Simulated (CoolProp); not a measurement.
A single-stage vapour-compression cycle with vinyl chloride: evaporating at 317.15 K (dew point), condensing at 346.15 K (bubble point), superheat 10 K, subcooling 5 K, compressor efficiency 0.65, no pressure losses. Each further row changes one setting.

Values from CoolProp's reference Helmholtz-energy equation of state, Thol 2022.

```tsv
case	cooling COP	pressure ratio	discharge temperature (K)	refrigerating effect (kJ/kg)	volumetric capacity (kJ/m³)
as stated	6.40	1.99	378.9	275	4710
evaporating temperature 322.15 K	7.97	1.75	374.6	279	5390
condensing temperature 341.15 K	7.89	1.79	370.5	284	4850
subcooling 10 K	6.59	1.99	378.9	284	4850
superheat 20 K	6.37	1.99	389.5	286	4690
compressor efficiency 0.55	5.42	1.99	385.7	275	4710
```
